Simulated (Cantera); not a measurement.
What does this Cantera script print?

```python
import numpy as np
import cantera as ct

gas = ct.Solution("gri30.yaml")
gas.TPX = 1300, 1000000, {'CO': 0.011, 'O2': 0.036, 'H2O': 0.047, 'N2': 1}
reactor = ct.IdealGasConstPressureReactor(gas, energy="off", clone=False)
net = ct.ReactorNet([reactor])
net.rtol, net.atol = 1e-08, 1e-18
show = ['CO', 'O2', 'H2O', 'CO2', 'HO2', 'N2O']
times = np.geomspace(7e-06, 40, 12)

steps = ct.SolutionArray(gas, extra=["t"])
rows = []
print(f"{'t/s':>10s}{'T/K':>9s}{'P/Pa':>11s}" + "".join(f"{s:>11s}" for s in show))
for t in times:
    while net.time < t:
        t_next = net.step()
        steps.append(gas.state, t=t_next)
    rows.append([np.interp(t, steps.t, y) for y in (steps.T, steps.P, *steps(*show).X.T)])
    print(f"{t:10.3e}{rows[-1][0]:9.1f}{rows[-1][1]:11.4g}" + "".join(f"{x:11.3e}" for x in rows[-1][2:]))
rate = np.gradient(steps.T, steps.t)
print("integrator steps:", len(steps.t))
if steps.T.max() > steps.T[0] + 200:
    print(f"time of steepest temperature rise: {steps.t[rate.argmax()]:.4e} s")
gas.TPX = 1300, 1000000, {'CO': 0.011, 'O2': 0.036, 'H2O': 0.047, 'N2': 1}
gas.equilibrate("TP")
print(f"equilibrium (TP): T = {gas.T:.1f} K  " + "  ".join(f"{s} {gas[s].X[0]:.3e}" for s in show))
```

Result:

```
       t/s      T/K       P/Pa         CO         O2        H2O        CO2        HO2        N2O
 7.000e-06   1300.0      1e+06  1.005e-02  3.291e-02  4.296e-02  7.210e-09  1.469e-09  6.655e-13
 2.880e-05   1300.0      1e+06  1.005e-02  3.291e-02  4.296e-02  9.417e-08  3.555e-08  1.009e-11
 1.185e-04   1300.0      1e+06  1.005e-02  3.290e-02  4.296e-02  6.636e-06  2.199e-06  5.903e-10
 4.874e-04   1300.0      1e+06  8.871e-03  3.233e-02  4.291e-02  1.190e-03  2.365e-05  9.657e-08
 2.005e-03   1300.0      1e+06  5.009e-03  3.046e-02  4.301e-02  5.071e-03  1.664e-05  4.340e-07
 8.250e-03   1300.0      1e+06  1.144e-03  2.858e-02  4.314e-02  8.955e-03  5.446e-06  8.033e-07
 3.394e-02   1300.0      1e+06  5.439e-05  2.805e-02  4.318e-02  1.005e-02  3.549e-07  7.268e-07
 1.396e-01   1300.0      1e+06  2.001e-08  2.802e-02  4.318e-02  1.011e-02  9.809e-09  2.228e-07
 5.744e-01   1300.0      1e+06  2.940e-09  2.802e-02  4.318e-02  1.011e-02  9.661e-09  3.628e-08
 2.363e+00   1300.0      1e+06  2.940e-09  2.802e-02  4.318e-02  1.011e-02  9.661e-09  3.553e-08
 9.723e+00   1300.0      1e+06  2.940e-09  2.802e-02  4.318e-02  1.011e-02  9.661e-09  3.553e-08
 4.000e+01   1300.0      1e+06  2.940e-09  2.802e-02  4.318e-02  1.011e-02  9.661e-09  3.553e-08
integrator steps: 1125
equilibrium (TP): T = 1300.0 K  CO 2.944e-09  O2 2.794e-02  H2O 4.318e-02  CO2 1.011e-02  HO2 9.640e-09  N2O 3.548e-08
```

Detailed kinetics in Cantera: GRI-Mech 3.0 (53 species, 325 reactions).
